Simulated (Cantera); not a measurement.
Input (Python, Cantera) and output of one run.

```python
import numpy as np
import cantera as ct

gas_names = """
    C CH CH2 CH3 CH2OH CH3O CH4 CH3OH CO CO2 COOH C2 C2H CHCO,ketyl C2H2,acetylene C2H2,vinylidene
    CH2CO,ketene C2H3,vinyl CH3CO,acetyl C2H4 C2H4O,ethylen CH3CHO,ethanal CH3COOH (HCOOH)2 C2H5 C2H6
    CH3OCH3 C2H5OH C2O C3 C3H3,propargyl C3H4,allene C3H4,propyne C3H4,cyclo- C3H5,allyl C3H6,propylene
    C3H6,cyclo- C3H6O C3H7,n-propyl C3H7,i-propyl C3H8 C3H8O,1propanol C3H8O,2propanol C3O2 C4 C4H2
    C4H4,1,3-cyclo- C4H6,butadiene C4H6,2-butyne C4H6,cyclo- C4H8,1-butene C4H8,cis2-buten
    C4H8,tr2-butene C4H8,isobutene C4H8,cyclo- (CH3COOH)2 C4H9,n-butyl C4H9,i-butyl C4H9,s-butyl
    C4H9,t-butyl C4H10,isobutane C4H10,n-butane C5 C5H6,1,3cyclo- C5H8,cyclo- C5H10,1-pentene
    C5H10,cyclo- C5H11,pentyl C5H11,t-pentyl C5H12,n-pentane C5H12,i-pentane CH3C(CH3)2CH3 C6H2
    C6H5,phenyl C6H5O,phenoxy C6H6 C6H5OH,phenol C6H10,cyclo- C6H12,1-hexene C6H12,cyclo- C6H13,n-hexyl
    C7H7,benzyl C7H8 C7H8O,cresol C7H14,1-heptene C7H15,n-heptyl C7H16,n-heptane C8H8,styrene
    C8H10,ethylbenz C8H16,1-octene C8H17,n-octyl C8H18,isooctane C8H18,n-octane C9H19,n-nonyl
    C10H8,naphthale C10H21,n-decyl C12H9,o-bipheny C12H10,bipheny Fe FeC5O5 FeO Fe(OH)2 H HCO HO2 H2
    HCHO,formaldehy HCOOH H2O H2O2 O OH O2 O3
""".split()
cond_names = """
    C(gr) C6H6(L) C7H8(L) C8H18(L),n-octa Fe(a) Fe(c) Fe(d) Fe(L) FeC5O5(L) FeO(s) FeO(L) Fe(OH)2(s)
    Fe(OH)3(s) Fe2O3(s) Fe3O4(s) H2O(s) H2O(L)
""".split()


def load(file, names, dense=False):
    # The tables refer to 1 bar. Condensed volumes are neglected.
    table = {s.name: s for s in ct.Species.list_from_file(file)}
    out = []
    for n in names:
        d = dict(table[n].input_data)
        d["thermo"] = dict(d["thermo"], **{"reference-pressure": 1e5})
        if dense:
            d["equation-of-state"] = {"model": "constant-volume", "density": "1e6 g/cm^3"}
        out.append(ct.Species.from_dict(d))
    return out


gas = ct.Solution(thermo="ideal-gas", species=load("nasa_gas.yaml", gas_names))
cond = {s.name: ct.Solution(thermo="fixed-stoichiometry", species=[s], name=s.name)
        for s in load("nasa_condensed.yaml", cond_names, dense=True)}
atoms = {
    'Fe3O4': {'Fe': 3, 'O': 4},
    'C': {'C': 1},
    'H2': {'H': 2},
}
top_T = {'C(gr)': 4500, 'Fe2O3(s)': 1830, 'Fe3O4(s)': 1870}  # K; cautious upper limits of use, not melting points


def equilibrate(T, P, feed):
    n = {}
    for name, mol in feed.items():
        for a, k in atoms[name].items():
            n[a] = n.get(a, 0.0) + k * mol
    gas.TPX = T, P, n
    mass = sum(n.values()) * gas.mean_molecular_weight
    gas.equilibrate("TP")
    valid = [c for c in cond.values() if c.min_temp <= T <= top_T.get(c.name, c.max_temp)]
    mix = ct.Mixture([(gas, mass / gas.mean_molecular_weight)] + [(c, 0.0) for c in valid])
    mix.T, mix.P = T, P
    mix.equilibrate("TP", solver="vcs", rtol=1e-11, max_steps=5000)
    return mix


results = []
feed = {'Fe3O4': 1, 'C': 0.81, 'H2': 0.22}  # mol
P = 16  # Pa
for T in [1875, 1900, 1925, 1950, 1975, 2000, 2025, 2050, 2075, 2100, 2125, 2150]:
    mix = equilibrate(T, P, feed)
    results.append((T, P, feed, dict(zip(mix.species_names, mix.species_moles))))
    x = sorted(zip(gas.X, gas.species_names), reverse=True)
    print(f"T = {T:g} K  P = {P:g} Pa  gas = {mix.phase_moles(0):.4g} mol")
    print("   x: " + "  ".join(f"{s} {v:.3e}" for v, s in x if v > 1e-05))
    print("   condensed (mol): " + ("  ".join(f"{mix.phase(i).name} {mix.phase_moles(i):.4g}"
          for i in range(1, mix.n_phases) if mix.phase_moles(i) > 1e-12) or "none"))
```

Result:

```
T = 1875 K  P = 16 Pa  gas = 1.218 mol
   x: CO 4.761e-01  CO2 1.891e-01  Fe 1.428e-01  H2O 1.074e-01  H2 6.575e-02  H 1.329e-02  FeO 3.375e-03  OH 1.692e-03  O 2.588e-04  O2 1.852e-04  Fe(OH)2 2.324e-05
   condensed (mol): FeO(L) 2.822
T = 1900 K  P = 16 Pa  gas = 1.257 mol
   x: CO 4.412e-01  CO2 2.035e-01  Fe 1.658e-01  H2O 1.098e-01  H2 5.658e-02  H 1.492e-02  FeO 4.983e-03  OH 2.380e-03  O 4.715e-04  O2 3.996e-04  Fe(OH)2 2.698e-05
   condensed (mol): FeO(L) 2.785
T = 1925 K  P = 16 Pa  gas = 1.301 mol
   x: CO 4.043e-01  CO2 2.182e-01  Fe 1.894e-01  H2O 1.113e-01  H2 4.788e-02  H 1.654e-02  FeO 7.277e-03  OH 3.321e-03  O2 8.651e-04  O 8.556e-04  Fe(OH)2 3.093e-05
   condensed (mol): FeO(L) 2.744
T = 1950 K  P = 16 Pa  gas = 1.353 mol
   x: CO 3.661e-01  CO2 2.326e-01  Fe 2.135e-01  H2O 1.114e-01  H2 3.985e-02  H 1.809e-02  FeO 1.052e-02  OH 4.592e-03  O2 1.872e-03  O 1.544e-03  Fe(OH)2 3.492e-05
   condensed (mol): FeO(L) 2.697
T = 1975 K  P = 16 Pa  gas = 1.416 mol
   x: CO 3.267e-01  CO2 2.452e-01  Fe 2.380e-01  H2O 1.098e-01  H2 3.258e-02  H 1.953e-02  FeO 1.505e-02  OH 6.271e-03  O2 4.031e-03  O 2.765e-03  Fe(OH)2 3.870e-05
   condensed (mol): FeO(L) 2.642
T = 2000 K  P = 16 Pa  gas = 1.499 mol
   x: CO 2.865e-01  Fe 2.635e-01  CO2 2.538e-01  H2O 1.060e-01  H2 2.611e-02  FeO 2.134e-02  H 2.077e-02  O2 8.574e-03  OH 8.422e-03  O 4.898e-03  Fe(OH)2 4.185e-05
   condensed (mol): FeO(L) 2.573
T = 2025 K  P = 16 Pa  gas = 1.62 mol
   x: Fe 2.917e-01  CO2 2.547e-01  CO 2.452e-01  H2O 9.897e-02  FeO 2.997e-02  H 2.172e-02  H2 2.038e-02  O2 1.782e-02  OH 1.103e-02  O 8.535e-03  Fe(OH)2 4.365e-05
   condensed (mol): FeO(L) 2.479
T = 2050 K  P = 16 Pa  gas = 1.823 mol
   x: Fe 3.252e-01  CO2 2.424e-01  CO 2.018e-01  H2O 8.735e-02  FeO 4.173e-02  O2 3.562e-02  H 2.216e-02  H2 1.526e-02  O 1.452e-02  OH 1.386e-02  Fe(OH)2 4.290e-05
   condensed (mol): FeO(L) 2.331
T = 2075 K  P = 16 Pa  gas = 2.222 mol
   x: Fe 3.687e-01  CO2 2.099e-01  CO 1.546e-01  H2O 6.947e-02  O2 6.733e-02  FeO 5.761e-02  O 2.391e-02  H 2.163e-02  OH 1.626e-02  H2 1.055e-02  Fe(OH)2 3.790e-05
   condensed (mol): FeO(L) 2.053
T = 2100 K  P = 16 Pa  gas = 3.232 mol
   x: Fe 4.277e-01  CO2 1.499e-01  O2 1.189e-01  CO 1.007e-01  FeO 7.887e-02  H2O 4.415e-02  O 3.790e-02  H 1.908e-02  OH 1.672e-02  H2 5.999e-03  Fe(OH)2 2.667e-05
   condensed (mol): FeO(L) 1.363
T = 2125 K  P = 16 Pa  gas = 5.262 mol
   x: Fe 4.775e-01  O2 1.656e-01  FeO 9.256e-02  CO2 9.131e-02  CO 6.262e-02  O 5.314e-02  H2O 2.321e-02  H 1.615e-02  OH 1.469e-02  H2 3.165e-03  Fe(OH)2 1.338e-05
   condensed (mol): none
T = 2150 K  P = 16 Pa  gas = 5.346 mol
   x: Fe 4.783e-01  O2 1.659e-01  CO2 8.315e-02  FeO 8.286e-02  CO 6.837e-02  O 6.292e-02  H2O 2.056e-02  H 1.917e-02  OH 1.540e-02  H2 3.306e-03
   condensed (mol): none
```

Method: chemical equilibrium by Gibbs-energy minimisation in Cantera with the NASA 1993 tables (ideal gas, pure condensed phases). The tables' stoichiometric FeO is somewhat more stable than real wüstite, so its field is too wide. FeO: taken at fixed stoichiometry.
